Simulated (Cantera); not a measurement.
Charge: 1 mol SiCl₄, 2.7 mol NO, at 0.975 Torr.

Cantera equilibrium calculation (NASA polynomials, part measured and part estimated; ideal gas, pure solids and liquids). Candidate condensed phases: Si, SiO₂, Si₂N₂O, Si₃N₄; 23 gas species. Rates play no part.

Q: At 900 K, list the 4 most abundant gas species with their mole fractions, and the condensed phases.

A: Cl₂ 0.539, N₂ 0.365, O₂ 0.0945, Cl 0.00151. Condensed: SiO₂(β-quartz).
